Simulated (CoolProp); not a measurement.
Vapour-liquid equilibrium of R134a (1) + R152A (2) at 0.444 bar; x and y are mole fractions of (1).

Model: multi-fluid Helmholtz-energy mixture model, Tillner-Roth 1994 and Outcalt 1996; pair parameters Lemmon 2004, in CoolProp.

```json
[
 {"x": "0.05", "bubble temperature, mixture model (°C)": "-41.1", "bubble temperature, Raoult's law (°C)": "-41.3", "y, mixture model": "0.045", "y, Raoult's law": "0.054"},
 {"x": "0.125", "bubble temperature, mixture model (°C)": "-40.9", "bubble temperature, Raoult's law (°C)": "-41.4", "y, mixture model": "0.117", "y, Raoult's law": "0.134"},
 {"x": "0.2", "bubble temperature, mixture model (°C)": "-40.8", "bubble temperature, Raoult's law (°C)": "-41.5", "y, mixture model": "0.193", "y, Raoult's law": "0.213"},
 {"x": "0.275", "bubble temperature, mixture model (°C)": "-40.8", "bubble temperature, Raoult's law (°C)": "-41.6", "y, mixture model": "0.272", "y, Raoult's law": "0.291"},
 {"x": "0.35", "bubble temperature, mixture model (°C)": "-40.8", "bubble temperature, Raoult's law (°C)": "-41.7", "y, mixture model": "0.354", "y, Raoult's law": "0.368"},
 {"x": "0.425", "bubble temperature, mixture model (°C)": "-40.8", "bubble temperature, Raoult's law (°C)": "-41.8", "y, mixture model": "0.437", "y, Raoult's law": "0.445"},
 {"x": "0.5", "bubble temperature, mixture model (°C)": "-41.0", "bubble temperature, Raoult's law (°C)": "-42.0", "y, mixture model": "0.520", "y, Raoult's law": "0.520"},
 {"x": "0.575", "bubble temperature, mixture model (°C)": "-41.1", "bubble temperature, Raoult's law (°C)": "-42.1", "y, mixture model": "0.602", "y, Raoult's law": "0.594"},
 {"x": "0.65", "bubble temperature, mixture model (°C)": "-41.3", "bubble temperature, Raoult's law (°C)": "-42.2", "y, mixture model": "0.682", "y, Raoult's law": "0.668"},
 {"x": "0.725", "bubble temperature, mixture model (°C)": "-41.5", "bubble temperature, Raoult's law (°C)": "-42.3", "y, mixture model": "0.758", "y, Raoult's law": "0.741"},
 {"x": "0.8", "bubble temperature, mixture model (°C)": "-41.8", "bubble temperature, Raoult's law (°C)": "-42.4", "y, mixture model": "0.830", "y, Raoult's law": "0.812"},
 {"x": "0.875", "bubble temperature, mixture model (°C)": "-42.1", "bubble temperature, Raoult's law (°C)": "-42.5", "y, mixture model": "0.898", "y, Raoult's law": "0.883"},
 {"x": "0.95", "bubble temperature, mixture model (°C)": "-42.5", "bubble temperature, Raoult's law (°C)": "-42.6", "y, mixture model": "0.961", "y, Raoult's law": "0.954"}
]
```

The largest gap from Raoult's law is +1.0 K in bubble temperature, at x = 0.5. y crosses x between x = 0.275 and 0.35: the model has an azeotrope there.

The pair parameters rest on a limited set of measurements; away from them the model extrapolates.
